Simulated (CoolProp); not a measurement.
Saturation properties of propane (Tc = 96.7 °C, pc = 4.251 MPa, ω = 0.152).

Values from CoolProp's reference Helmholtz-energy equation of state, Lemmon 2009.

```tsv
T (°C)	p (MPa)	liquid density (kg/m³)	liquid cp (kJ/(kg K))	liquid viscosity (µPa s)	vapour viscosity (µPa s)
-66.55	0.02981	608.3	2.149	264	5.68
-50.35	0.06940	590.3	2.210	217	6.10
-34.05	0.1427	571.5	2.285	180	6.52
-17.85	0.2640	551.8	2.374	151	6.94
-1.65	0.4510	530.8	2.481	128	7.40
14.55	0.7226	508.2	2.614	108	7.90
30.75	1.099	483.2	2.786	91.5	8.49
46.95	1.602	454.7	3.030	76.7	9.23
63.15	2.257	420.8	3.440	63.0	10.3
79.35	3.094	375.5	4.466	49.4	12.0
```

It boils at -42.1 °C under 1 atm.

Viscosity comes from a separate model (Vogel 1998).
